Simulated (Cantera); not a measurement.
Cantera run, input and output.

```python
import numpy as np
import cantera as ct

gas = ct.Solution("gri30.yaml")


def delay(T, t_max=10):
    gas.TPX = T, 500000, {'H2': 1, 'O2': 0.357, 'N2': 1.34, 'H2O': 0.016}
    reactor = ct.IdealGasReactor(gas, clone=False)
    net = ct.ReactorNet([reactor])
    net.rtol, net.atol = 1e-8, 1e-16
    while net.time < t_max:
        t_old, T_old = net.time, reactor.T
        net.step()
        if reactor.T > T + 400:  # ignition: a rise of 400 K
            return t_old + (T + 400 - T_old) / (reactor.T - T_old) * (net.time - t_old)
    return np.nan


taus = []
for T in [900, 950, 1000, 1050, 1100, 1150]:
    taus.append(delay(T))
    print(f"T0 = {T:6g} K   tau = {taus[-1]:.4e} s")
```

It prints:

```
T0 =    900 K   tau = 1.3365e-01 s
T0 =    950 K   tau = 3.3910e-02 s
T0 =   1000 K   tau = 9.1604e-03 s
T0 =   1050 K   tau = 2.4316e-03 s
T0 =   1100 K   tau = 5.2810e-04 s
T0 =   1150 K   tau = 6.4084e-05 s
```

Model: GRI-Mech 3.0 (53 species, 325 reactions), integrated in Cantera. The hydrogen kinetics of GRI-Mech 3.0 are dated; newer H2 mechanisms differ, most at raised pressure. Below about 950 K walls govern HO2 and H2O2 in real vessels.
